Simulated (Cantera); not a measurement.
# Thermodynamics of silicon etching in halogen gases, feed Si + HF

A closed system holds: 1 mol Si, a varied amount of HF, held at 527 °C and 0.133 bar.

Cantera equilibrium calculation (NASA polynomials, part measured and part estimated; ideal gas, pure solids and liquids). Candidate condensed phases: Si; 25 gas species. The tables' values for SiF3 are old estimates; treat these amounts as uncertain. The numbers say what is thermodynamically allowed, not how fast it happens.

```json
[
 {"n(HF) (mol)": "1.6", "x HF": "4.36e-7", "x H2": "0.661", "x SiF4": "0.322", "x SiHF3": "0.0172", "n Si(s)": "0.595"},
 {"n(HF) (mol)": "2.8", "x HF": "4.36e-7", "x H2": "0.661", "x SiF4": "0.322", "x SiHF3": "0.0172", "n Si(s)": "0.290"},
 {"n(HF) (mol)": "4", "x HF": "8.85e-5", "x H2": "0.667", "x SiF4": "0.333", "x SiHF3": "8.84e-5", "n Si(s)": "0"},
 {"n(HF) (mol)": "5.2", "x HF": "0.286", "x H2": "0.476", "x SiF4": "0.238", "x SiHF3": "1.40e-8", "n Si(s)": "0"},
 {"n(HF) (mol)": "6.3", "x HF": "0.434", "x H2": "0.377", "x SiF4": "0.189", "x SiHF3": "5.78e-9", "n Si(s)": "0"},
 {"n(HF) (mol)": "7.5", "x HF": "0.538", "x H2": "0.308", "x SiF4": "0.154", "x SiHF3": "3.10e-9", "n Si(s)": "0"},
 {"n(HF) (mol)": "8.7", "x HF": "0.610", "x H2": "0.260", "x SiF4": "0.130", "x SiHF3": "1.95e-9", "n Si(s)": "0"},
 {"n(HF) (mol)": "9.8", "x HF": "0.659", "x H2": "0.227", "x SiF4": "0.114", "x SiHF3": "1.38e-9", "n Si(s)": "0"},
 {"n(HF) (mol)": "11", "x HF": "0.700", "x H2": "0.200", "x SiF4": "0.100", "x SiHF3": "1.01e-9", "n Si(s)": "0"},
 {"n(HF) (mol)": "12", "x HF": "0.727", "x H2": "0.182", "x SiF4": "0.0909", "x SiHF3": "8.01e-10", "n Si(s)": "0"},
 {"n(HF) (mol)": "13", "x HF": "0.750", "x H2": "0.167", "x SiF4": "0.0833", "x SiHF3": "6.53e-10", "n Si(s)": "0"}
]
```
x: gas mole fraction; n: condensed amount in mol.

From 1.6 mol HF to 2.8 mol HF the condensed part is Si(s). From 4 mol HF to 13 mol HF nothing is condensed. The main Si-bearing gas is SiF4 throughout.
